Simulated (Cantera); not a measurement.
A freely propagating, adiabatic, planar premixed flame of 40.3 % H2, 12.6 % O2, 47.1 % N2, unburnt at 373 K and 5.30 bar; mixture-averaged transport, grid criteria slope 0.08 and curve 0.16, no radiation.

Model: the H2/O2 subset of GRI-Mech 3.0, which has no nitrogen chemistry, integrated in Cantera. The hydrogen kinetics of GRI-Mech 3.0 are dated; newer H2 mechanisms differ, most at raised pressure. Burning velocities carry a grid error of a few per cent, more on coarse grids.

x: mole fraction of selected species; z is measured from the peak of heat release.

| z (mm) | T (K) | u (m/s) | x H2 | x O2 | x HO2 | x O | x H2O | x H2O2 |
|---|---|---|---|---|---|---|---|---|
| -0.128 | 373 | 4.18 | 0.403 | 0.126 | <1e-8 | <1e-8 | <1e-8 | <1e-8 |
| -0.0854 | 373 | 4.18 | 0.403 | 0.126 | <1e-8 | <1e-8 | 1.97e-8 | <1e-8 |
| -0.0641 | 373 | 4.18 | 0.403 | 0.126 | 2.56e-8 | <1e-8 | 2.96e-7 | <1e-8 |
| -0.0427 | 375 | 4.19 | 0.402 | 0.126 | 1.06e-6 | 4.28e-8 | 9.91e-6 | 9.97e-8 |
| -0.0214 | ? | 4.85 | 0.385 | 0.128 | 0.000382 | 5.74e-6 | 0.00240 | 3.31e-5 |
| -0.0107 | ? | 8.30 | 0.341 | 0.120 | 0.00101 | 0.000211 | 0.0324 | 0.000140 |
| 0 | ? | 12.7 | 0.274 | 0.0903 | 0.000423 | 0.00150 | 0.102 | 5.06e-5 |
| 0.0107 | ? | 15.8 | 0.210 | 0.0494 | 0.000196 | 0.00293 | 0.180 | 5.95e-6 |
| 0.0214 | ? | 17.5 | 0.172 | 0.0217 | 8.10e-5 | 0.00273 | 0.232 | 2.65e-6 |
| 0.0427 | 1900 | 19.0 | 0.152 | 0.00430 | 1.53e-5 | 0.00168 | 0.265 | 1.30e-6 |
| 0.0854 | 2025 | 20.1 | 0.154 | 0.000886 | 3.45e-6 | 0.000948 | 0.275 | 6.38e-7 |
| 0.171 | 2125 | 21.0 | 0.159 | 0.000369 | 1.53e-6 | 0.000454 | 0.280 | 3.29e-7 |
| 0.342 | 2196 | 21.6 | 0.163 | 0.000146 | 6.18e-7 | 0.000179 | 0.284 | 1.62e-7 |

**Question.** Some entries are withheld; supply them.

**Answer.** 
- -0.0214, T (K): 444
- -0.0107, T (K): 790
- 0, T (K): 1241
- 0.0107, T (K): 1560
- 0.0214, T (K): 1740
